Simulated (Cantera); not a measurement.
An adiabatic, constant-pressure homogeneous reactor starts with CH₄ : O₂ : N₂ = 1 : 1.18 : 4.42 (molar parts), at 1125 K and 10.0 bar. Integrator tolerance rtol = 1e-08.

Cantera simulation using GRI-Mech 3.0 (53 species, 325 reactions); the numbers are that mechanism's predictions, not measurements.

Problem. What does this change do: CH4 1 to 1.4 parts?

Solution. 
| quantity | before | after |
|---|---|---|
| time of steepest temperature rise | 16.4 ms | 20.1 ms |
| temperature at 0.600 s | 2413 K | 2008 K |
| equilibrium temperature | 2413 K | 2008 K |
| x(CH₄) at 0.600 s | 4.44e-10 (gas-phase equilibrium 4.99e-10) | 7.39e-8 (gas-phase equilibrium 8.27e-8) |
| x(O₂) at 0.600 s | 2.97e-6 (gas-phase equilibrium 2.97e-6) | 1.76e-9 (gas-phase equilibrium 1.76e-9) |
| x(O) at 0.600 s | 5.09e-6 (gas-phase equilibrium 5.09e-6) | 9.49e-9 (gas-phase equilibrium 9.49e-9) |
| x(NO₂) at 0.600 s | 7.45e-10 (gas-phase equilibrium 7.45e-10) | <1e-12 (gas-phase equilibrium <1e-12) |
| x(C₂H₄) at 0.600 s | <1e-12 (gas-phase equilibrium <1e-12) | <1e-12 (gas-phase equilibrium <1e-12) |
| x(C₂H₂) at 0.600 s | <1e-12 (gas-phase equilibrium <1e-12) | 2.47e-11 (gas-phase equilibrium 2.77e-11) |
| x(C₂H₆) at 0.600 s | <1e-12 (gas-phase equilibrium <1e-12) | <1e-12 (gas-phase equilibrium <1e-12) |

Problem. What does this change do: pressure from 10.0 bar to 1.30 bar?

Solution. 
```csv
quantity,before,after
time of steepest temperature rise,16.4 ms,0.146 s
temperature at 0.600 s,2413 K,2392 K
equilibrium temperature,2413 K,2392 K
x(CH₄) at 0.600 s,4.44e-10 (gas-phase equilibrium 4.99e-10),8.05e-12 (gas-phase equilibrium 9.11e-12)
x(O₂) at 0.600 s,2.97e-6 (gas-phase equilibrium 2.97e-6),1.82e-5 (gas-phase equilibrium 1.82e-5)
x(O) at 0.600 s,5.09e-6 (gas-phase equilibrium 5.09e-6),3.12e-5 (gas-phase equilibrium 3.12e-5)
x(NO₂) at 0.600 s,7.45e-10 (gas-phase equilibrium 7.45e-10),1.62e-9 (gas-phase equilibrium 1.62e-9)
x(C₂H₄) at 0.600 s,<1e-12 (gas-phase equilibrium <1e-12),<1e-12 (gas-phase equilibrium <1e-12)
x(C₂H₂) at 0.600 s,<1e-12 (gas-phase equilibrium <1e-12),<1e-12 (gas-phase equilibrium <1e-12)
x(C₂H₆) at 0.600 s,<1e-12 (gas-phase equilibrium <1e-12),<1e-12 (gas-phase equilibrium <1e-12)
```
